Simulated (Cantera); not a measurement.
A Cantera script and its output.

```python
import numpy as np
import cantera as ct

gas = ct.Solution("gri30.yaml")
gas.TPX = 1175, 380000, {'CO': 0.004, 'O2': 0.054, 'H2O': 0.00051, 'N2': 1}
reactor = ct.IdealGasConstPressureReactor(gas, energy="off", clone=False)
net = ct.ReactorNet([reactor])
net.rtol, net.atol = 1e-08, 1e-18
show = ['CO', 'O2', 'H2O', 'NO', 'OH']
times = np.geomspace(0.0004, 20, 13)

steps = ct.SolutionArray(gas, extra=["t"])
rows = []
print(f"{'t/s':>10s}{'T/K':>9s}{'P/Pa':>11s}" + "".join(f"{s:>11s}" for s in show))
for t in times:
    while net.time < t:
        t_next = net.step()
        steps.append(gas.state, t=t_next)
    rows.append([np.interp(t, steps.t, y) for y in (steps.T, steps.P, *steps(*show).X.T)])
    print(f"{t:10.3e}{rows[-1][0]:9.1f}{rows[-1][1]:11.4g}" + "".join(f"{x:11.3e}" for x in rows[-1][2:]))
rate = np.gradient(steps.T, steps.t)
print("integrator steps:", len(steps.t))
if steps.T.max() > steps.T[0] + 200:
    print(f"time of steepest temperature rise: {steps.t[rate.argmax()]:.4e} s")
gas.TPX = 1175, 380000, {'CO': 0.004, 'O2': 0.054, 'H2O': 0.00051, 'N2': 1}
gas.equilibrate("TP")
print(f"equilibrium (TP): T = {gas.T:.1f} K  " + "  ".join(f"{s} {gas[s].X[0]:.3e}" for s in show))
```

Result:

```
       t/s      T/K       P/Pa         CO         O2        H2O         NO         OH
 4.000e-04   1175.0    3.8e+05  3.779e-03  5.102e-02  4.818e-04  1.305e-16  2.303e-10
 9.855e-04   1175.0    3.8e+05  3.779e-03  5.102e-02  4.818e-04  7.986e-16  7.427e-10
 2.428e-03   1175.0    3.8e+05  3.779e-03  5.101e-02  4.818e-04  6.206e-15  3.131e-09
 5.981e-03   1175.0    3.8e+05  3.776e-03  5.101e-02  4.816e-04  2.276e-13  3.494e-08
 1.474e-02   1175.0    3.8e+05  3.643e-03  5.095e-02  4.801e-04  1.297e-10  5.533e-07
 3.630e-02   1175.0    3.8e+05  3.118e-03  5.070e-02  4.799e-04  2.614e-09  5.841e-07
 8.944e-02   1175.0    3.8e+05  2.144e-03  5.023e-02  4.806e-04  1.742e-08  5.677e-07
 2.204e-01   1175.0    3.8e+05  9.266e-04  4.966e-02  4.815e-04  6.621e-08  5.142e-07
 5.429e-01   1175.0    3.8e+05  1.759e-04  4.930e-02  4.822e-04  1.377e-07  4.080e-07
 1.337e+00   1175.0    3.8e+05  9.285e-06  4.922e-02  4.825e-04  1.939e-07  2.936e-07
 3.295e+00   1175.0    3.8e+05  9.986e-08  4.922e-02  4.826e-04  2.439e-07  1.692e-07
 8.118e+00   1175.0    3.8e+05  3.273e-10  4.922e-02  4.827e-04  2.510e-07  9.211e-08
 2.000e+01   1175.0    3.8e+05  8.456e-11  4.922e-02  4.827e-04  2.519e-07  7.356e-08
integrator steps: 1259
equilibrium (TP): T = 1175.0 K  CO 8.432e-11  O2 4.917e-02  H2O 4.827e-04  NO 8.581e-05  OH 7.347e-08
```

Cantera simulation using GRI-Mech 3.0 (53 species, 325 reactions); the numbers are that mechanism's predictions, not measurements.
